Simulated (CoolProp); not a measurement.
n-pentane at 456.21 K and 4.51 MPa is throttled through a valve to 1.58 MPa with no heat exchange. Each further row changes one setting.

Model: reference Helmholtz-energy equation of state, Thol 2019, in CoolProp.

```json
[
 {"case": "as stated", "temperature change (K)": "-33.5", "final phase": "___", "final density (kg/m³)": "___"},
 {"case": "outlet pressure 0.474 MPa", "temperature change (K)": "-92.8", "final phase": "two-phase, vapour fraction 0.901", "final density (kg/m³)": "14.4"},
 {"case": "outlet pressure 2.05 MPa", "temperature change (K)": "-18.1", "final phase": "___", "final density (kg/m³)": "167"}
]
```

### Question
Some entries are withheld; supply them.

### Answer

- as stated, final phase: two-phase, vapour fraction 0.467
- as stated, final density (kg/m³): 89.8
- outlet pressure 2.05 MPa, final phase: two-phase, vapour fraction 0.281
